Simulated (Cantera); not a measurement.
Input: 1 mol CH3Cl, 0.89 mol HCl, held at 2377 °C and 9.50 mbar.

Cantera equilibrium calculation (NASA polynomials, part measured and part estimated; ideal gas, pure solids and liquids). Candidate condensed phases: C, C6H6, C7H8, C8H18; 91 gas species. The numbers say what is thermodynamically allowed, not how fast it happens.

Base state: HCl 0.303, H2 0.247, H 0.239, Cl 0.205, C2H2 (acetylene) 0.00484, C3 0.000471, C2H 0.000454, C 0.000122 (mole fractions); condensed: C(graphite).

What changes in the equilibrium state with this change: temperature from 2377 °C to 1775 °C?


| species | before | after |
|---|---|---|
| HCl | 0.303 | 0.625 |
| H2 | 0.247 | 0.343 |
| Cl | 0.205 | 0.0182 |
| H | 0.239 | 0.0134 |
| C3 | 0.000471 | 9.25e-9 |
| C2 | 4.47e-5 | <1e-9 |
| C | 0.000122 | 8.80e-9 |
| C2H | 0.000454 | 3.09e-7 |
| C(graphite), mol | 0.953 | 0.998 |
